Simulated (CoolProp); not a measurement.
Methanol along the isobar 0.841 MPa: Z from the reference equation and from simpler models built on Tc = 240.2 °C, pc = 8.216 MPa, ω = 0.565; each cubic takes its own stable root.

Computed with CoolProp (reference Helmholtz-energy equation of state, de Reuck 1993).

| T (°C) | phase | reference |
|---|---|---|
| 126.35 | liquid | 0.01194 |
| 140.95 | gas | 0.8858 |
| 155.55 | gas | 0.9127 |
| 170.15 | gas | 0.9292 |
| 184.75 | gas | 0.9410 |
| 199.35 | gas | 0.9500 |
| 213.95 | gas | 0.9571 |
| 228.55 | gas | 0.9628 |
| 243.15 | gas | 0.9674 |
| 257.75 | gas | 0.9711 |
| 272.25 | gas | 0.9741 |

Task: How far does each simpler model (van der Waals, Redlich-Kwong, Soave-Redlich-Kwong, Peng-Robinson) lie from the reference over these 11 states: mean and median of the absolute difference, and the worst?

Result: 
- van der Waals: mean 709.9 %, median 1.2 %, worst +7790.3 % at 126.35 °C and 0.841 MPa
- Redlich-Kwong: mean 696.3 %, median 0.5 %, worst +7647.1 % at 126.35 °C and 0.841 MPa
- Soave-Redlich-Kwong: mean 3.7 %, median 0.2 %, worst +32.9 % at 126.35 °C and 0.841 MPa
- Peng-Robinson: mean 2.3 %, median 0.6 %, worst +17.3 % at 126.35 °C and 0.841 MPa

At some of these states van der Waals, Redlich-Kwong gives the other phase, because its saturation line lies elsewhere.
